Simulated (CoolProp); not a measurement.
Saturation properties of R1123.

Values from CoolProp's reference Helmholtz-energy equation of state, Akasaka 2020.

```json
[
 {"T (°C)": "-61.05", "p (kPa)": "102.3", "liquid density (kg/m³)": "1344", "vapour density (kg/m³)": "4.940", "enthalpy of vaporisation (kJ/kg)": "225.5"},
 {"T (°C)": "-56.35", "p (kPa)": "129.6", "liquid density (kg/m³)": "1329", "vapour density (kg/m³)": "6.162", "enthalpy of vaporisation (kJ/kg)": "222.1"},
 {"T (°C)": "-51.75", "p (kPa)": "(withheld)", "liquid density (kg/m³)": "1315", "vapour density (kg/m³)": "7.574", "enthalpy of vaporisation (kJ/kg)": "218.6"},
 {"T (°C)": "-47.05", "p (kPa)": "199.9", "liquid density (kg/m³)": "1299", "vapour density (kg/m³)": "9.264", "enthalpy of vaporisation (kJ/kg)": "215.0"},
 {"T (°C)": "-42.35", "p (kPa)": "245.0", "liquid density (kg/m³)": "1284", "vapour density (kg/m³)": "11.23", "enthalpy of vaporisation (kJ/kg)": "211.4"},
 {"T (°C)": "-37.75", "p (kPa)": "296.5", "liquid density (kg/m³)": "1268", "vapour density (kg/m³)": "13.46", "enthalpy of vaporisation (kJ/kg)": "(withheld)"},
 {"T (°C)": "-33.05", "p (kPa)": "357.1", "liquid density (kg/m³)": "1252", "vapour density (kg/m³)": "16.08", "enthalpy of vaporisation (kJ/kg)": "203.8"},
 {"T (°C)": "-28.45", "p (kPa)": "425.1", "liquid density (kg/m³)": "1236", "vapour density (kg/m³)": "19.02", "enthalpy of vaporisation (kJ/kg)": "199.8"},
 {"T (°C)": "-23.75", "p (kPa)": "504.3", "liquid density (kg/m³)": "1218", "vapour density (kg/m³)": "22.45", "enthalpy of vaporisation (kJ/kg)": "195.7"},
 {"T (°C)": "-19.05", "p (kPa)": "594.1", "liquid density (kg/m³)": "(withheld)", "vapour density (kg/m³)": "26.35", "enthalpy of vaporisation (kJ/kg)": "191.4"},
 {"T (°C)": "-14.45", "p (kPa)": "693.1", "liquid density (kg/m³)": "1183", "vapour density (kg/m³)": "(withheld)", "enthalpy of vaporisation (kJ/kg)": "(withheld)"},
 {"T (°C)": "-9.75", "p (kPa)": "806.4", "liquid density (kg/m³)": "1164", "vapour density (kg/m³)": "35.71", "enthalpy of vaporisation (kJ/kg)": "182.3"},
 {"T (°C)": "-5.15", "p (kPa)": "930.2", "liquid density (kg/m³)": "1145", "vapour density (kg/m³)": "41.26", "enthalpy of vaporisation (kJ/kg)": "177.5"},
 {"T (°C)": "-0.45", "p (kPa)": "(withheld)", "liquid density (kg/m³)": "1125", "vapour density (kg/m³)": "47.69", "enthalpy of vaporisation (kJ/kg)": "172.4"}
]
```

### Question
What belongs in the gaps?

### Answer

- -51.75, p (kPa): 161.4
- -37.75, enthalpy of vaporisation (kJ/kg): 207.7
- -19.05, liquid density (kg/m³): 1201
- -14.45, vapour density (kg/m³): 30.69
- -14.45, enthalpy of vaporisation (kJ/kg): 187.0
- -0.45, p (kPa): 1071

It boils at -61.2 °C under 1 atm.
